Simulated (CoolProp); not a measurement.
Vapour-liquid equilibrium of CHF3 (R23) (1) + R227EA (2) at 0.0439 MPa; x and y are mole fractions of (1).

Model: multi-fluid Helmholtz-energy mixture model, Penoncello 2003 and Lemmon 2016; pair parameters Bell 2016, in CoolProp.

| x | bubble temperature, mixture model (K) | bubble temperature, Raoult's law (K) | y, mixture model | y, Raoult's law |
|---|---|---|---|---|
| 0.05 | ___ | 224.5 | ___ | 0.576 |
| 0.15 | 205.6 | 208.6 | ___ | 0.865 |
| 0.25 | 196.1 | 200.0 | 0.953 | 0.938 |
| 0.35 | ___ | 194.3 | ___ | 0.966 |
| 0.45 | 187.0 | 190.1 | 0.984 | 0.980 |
| 0.55 | 184.6 | 186.9 | 0.989 | 0.988 |
| 0.65 | 182.7 | 184.3 | 0.992 | 0.993 |
| 0.75 | 181.3 | 182.1 | ___ | 0.996 |
| 0.85 | ___ | 180.2 | 0.997 | 0.998 |
| 0.95 | 178.5 | 178.6 | 0.999 | 0.999 |

Task: What belongs in the gaps?

Result: 
- 0.05, bubble temperature, mixture model (K): 223.8
- 0.05, y, mixture model: 0.585
- 0.15, y, mixture model: 0.889
- 0.35, bubble temperature, mixture model (K): 190.6
- 0.35, y, mixture model: 0.974
- 0.75, y, mixture model: 0.994
- 0.85, bubble temperature, mixture model (K): 179.9

The largest gap from Raoult's law is -3.9 K in bubble temperature, at x = 0.25. No azeotrope shows between x = 0.05 and 0.95.

The pair parameters rest on a limited set of measurements; away from them the model extrapolates.
